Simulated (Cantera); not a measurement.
An isothermal, constant-pressure homogeneous reactor starts with 50.8 % CH4, 49.2 % H2O, at 1425 K and 9750 Torr.

Model: GRI-Mech 3.0 (53 species, 325 reactions), integrated in Cantera. The pressure lies above the range GRI-Mech 3.0 was tuned for (to about 10 atm).

Question: Predict: x(CH4) at 200 s; x(H2O) at 200 s; x(C2H2) at 200 s; x(CO) at 200 s; x(CH3) at 200 s.

Answer: 
```
Property                                            Result
----------------  ----------------------------------------
x(CH4) at 200 s       0.176 (gas-phase equilibrium 0.0187)
x(H2O) at 200 s      0.151 (gas-phase equilibrium 0.00947)
x(C2H2) at 200 s  0.000352 (gas-phase equilibrium 1.35e-6)
x(CO) at 200 s         0.143 (gas-phase equilibrium 0.241)
x(CH3) at 200 s    9.42e-6 (gas-phase equilibrium 8.35e-7)
```
